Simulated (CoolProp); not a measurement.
Sulfur hexafluoride along the isotherm 3.95 °C: Z from the reference equation and from simpler models built on Tc = 45.6 °C, pc = 3755 kPa, ω = 0.210; each cubic takes its own stable root.

The numbers come from the reference Helmholtz-energy equation of state, Guder 2009 in CoolProp.

```
p (kPa)   phase  reference  Redlich-Kwong  Soave-Redlich-Kwong
-------  ------  ---------  -------------  -------------------
512         gas     0.9230         0.9269               0.9235
1020        gas     0.8324         0.8440               0.8355
1540     liquid    0.06373         0.7398              0.07028
2050     liquid    0.08435        0.09660              0.09249
2560     liquid     0.1048         0.1190               0.1143
3070     liquid     0.1250         0.1409               0.1357
3580     liquid     0.1451         0.1625               0.1569
4100     liquid     0.1654         0.1841               0.1781
4610     liquid     0.1852         0.2050               0.1987
5120     liquid     0.2048         0.2257               0.2190
5630     liquid     0.2243         0.2461               0.2392
```

At some of these states Redlich-Kwong gives the other phase, because its saturation line lies elsewhere.
